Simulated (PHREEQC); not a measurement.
A column of 0.2 m (30 cells, dispersivity 0.007 m, 300 s a shift, diffusion coefficient 3e-10 m²/s) holds 0.065 eq of the database's cation exchanger X per kg of pore water, first in equilibrium with 0.024 mol SrCl2, 0.00021 mol PbCl2 and 1e-05 mol HCl per kg of water. It is flushed with 36 mmol/kgw MnCl2, 25 mmol/kgw NaCl, 67 mmol/kgw KBr and 0.01 mmol/kgw HCl, at 25 °C. Values are for the last cell. CO2 from the air is kept out. Nothing may precipitate in this run.

All values are PHREEQC results (ion-association model, phreeqc.dat), not measurements.

```tsv
pore volumes	Br in solution (mol/kgw)	K in solution (mol/kgw)	Mn in solution (mol/kgw)	Na in solution (mol/kgw)	Pb in solution (mol/kgw)	KX on the exchanger (mol/kgw)	MnX2 on the exchanger (mol/kgw)
0	0	0	0	0	0.000210	0	0
0.2833	4.23e-9	1.27e-14	2.76e-13	8.71e-11	0.000210	0	1.40e-13
0.4167	2.70e-5	5.31e-9	4.62e-8	1.68e-6	0.000210	3.90e-9	2.33e-8
0.6833	0.00626	9.07e-5	0.000310	0.00105	0.000270	6.10e-5	0.000131
0.8167	0.0176	0.000874	0.00212	0.00387	0.000355	0.000526	0.000711
1.083	0.0448	0.00912	0.0125	0.0131	0.000357	0.00475	0.00309
1.217	0.0542	0.0167	0.0184	0.0172	0.000278	0.00851	0.00435
1.483	0.0635	0.0331	0.0268	0.0221	0.000132	0.0171	0.00648
1.75	0.0662	0.0462	0.0311	0.0239	5.31e-5	0.0248	0.00806
1.883	0.0666	0.0511	0.0324	0.0243	3.27e-5	0.0279	0.00868
2.15	0.0669	0.0580	0.0339	0.0247	1.19e-5	0.0326	0.00965
2.283	0.0670	0.0603	0.0345	0.0248	7.10e-6	0.0342	0.0100
2.55	0.0670	0.0634	0.0351	0.0249	2.45e-6	0.0366	0.0105
2.817	0.0670	0.0651	0.0355	0.0250	8.19e-7	0.0379	0.0109
2.95	0.0670	0.0657	0.0357	0.0250	4.69e-7	0.0384	0.0110
3.217	0.0670	0.0663	0.0358	0.0250	1.51e-7	0.0389	0.0111
3.35	0.0670	0.0665	0.0359	0.0250	8.50e-8	0.0391	0.0112
3.617	0.0670	0.0668	0.0359	0.0250	2.66e-8	0.0393	0.0112
3.75	0.0670	0.0668	0.0360	0.0250	1.48e-8	0.0394	0.0112
4.017	0.0670	0.0669	0.0360	0.0250	4.53e-9	0.0394	0.0113
```

Complexes and solids missing from the database can't appear.
